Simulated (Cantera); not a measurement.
Input: 1 mol Al2O3, 0.99 mol SiCl4, 0.59 mol O2, at 873 K and 0.00110 bar.

Method: chemical equilibrium by Gibbs-energy minimisation in Cantera with the NASA 1993 tables (ideal gas, pure condensed phases). Condensed phases not in the tables: AlOCl, alloys, solid solutions and most ternary compounds. The numbers say what is thermodynamically allowed, not how fast it happens.

```
species                    before     after
------------------------  -------  --------
Cl2                         0.704     0.710
AlCl3                       0.224     0.197
SiCl4                      0.0711    0.0927
Cl                        0.00112  0.000238
Al2Cl6                    4.18e-5  0.000143
Al2SiO5(andalusite), mol    0.813     0.836
SiO2(β-quartz), mol        0.0582         0
```
Gas species are given as mole fractions.

**Question.** Which change was made?
(A) temperature from 873 K to 1625 K
(B) O2 from 0.59 to 2 mol
(C) temperature from 873 K to 800 K
(D) O2 from 0.59 to 0.16 mol

**Answer.** C, temperature from 873 K to 800 K
